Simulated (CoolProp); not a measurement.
1000 sccm (0 °C, 1 atm) of nitrogen bubbles through liquid m-xylene at 360.6 K and leaves saturated at a total pressure of 0.15 MPa (ideal gas phase). Each further row changes one setting.

Values from CoolProp's reference Helmholtz-energy equation of state, Zhou 2012.

| case | vapour pressure (kPa) | mole fraction of vapour | delivery (mg/min) | delivery (sccm) | change of delivery for a bath 1 K warmer (%) |
|---|---|---|---|---|---|
| as stated | 20.0 | 0.133 | 729 | 154 | 4.3 |
| bath temperature 365.6 K | 24.0 | 0.160 | 902 | 190 | 4.3 |
| total pressure 0.3 MPa | 20.0 | 0.0667 | 339 | 71.5 | 4.0 |
